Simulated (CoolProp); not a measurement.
Vapour pressure (MPa) of chloromethane (R40): the reference equation beside estimates from Tc = 418.6 K, pc = 6.929 MPa, ω = 0.150. Clausius-Clapeyron is anchored at 369.9 K with a constant enthalpy of vaporisation of 13.07 kJ/mol.

Values from CoolProp's reference Helmholtz-energy equation of state, Thol 2014.

```tsv
T (K)	reference	Lee-Kesler	Clausius-Clapeyron	van der Waals	Soave-Redlich-Kwong
332.6	1.408	1.399	1.896	2.573	1.407
338.8	1.620	1.610	2.067	2.802	1.621
345.1	1.858	1.847	2.250	3.047	1.863
351.3	2.117	2.104	2.438	3.302	2.125
357.5	2.402	2.386	2.634	3.569	2.412
363.7	2.713	2.695	2.839	3.849	2.727
369.9	3.053	3.032	3.053	4.143	3.070
376.2	3.429	3.405	3.278	4.454	3.450
382.4	3.832	3.805	3.507	4.775	3.855
388.6	4.268	4.240	3.745	5.110	4.293
394.8	4.741	4.712	3.991	5.458	4.766
401.1	5.261	5.233	4.248	5.826	5.283
```

Absolute difference from the reference over all 12 rows, mean and median: Lee-Kesler 0.6 and 0.6 %, Clausius-Clapeyron 14.4 and 13.7 %, van der Waals 41.8 and 38.8 %, Soave-Redlich-Kwong 0.4 and 0.5 %.
